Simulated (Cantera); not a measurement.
Input: 1 mol Al, 3.3 mol Cl₂, 2.4 mol N₂, equilibrated at 423.15 K and 20.0 Pa.

Cantera equilibrium calculation (NASA polynomials, part measured and part estimated; ideal gas, pure solids and liquids). Candidate condensed phases: Al, AlCl₃, AlN; 11 gas species. Kinetics and transport are ignored.

Task: What is the equilibrium state?

Result: 
- x(N₂) = 0.510
- x(Cl₂) = 0.382
- x(Al₂Cl₆) = 0.104
- x(AlCl₃) = 0.00351
- gas amount = 4.708 mol
- log10 activity of AlCl₃(s) (absent) = -1.87
- log10 activity of Al(s) (absent) = -69.60
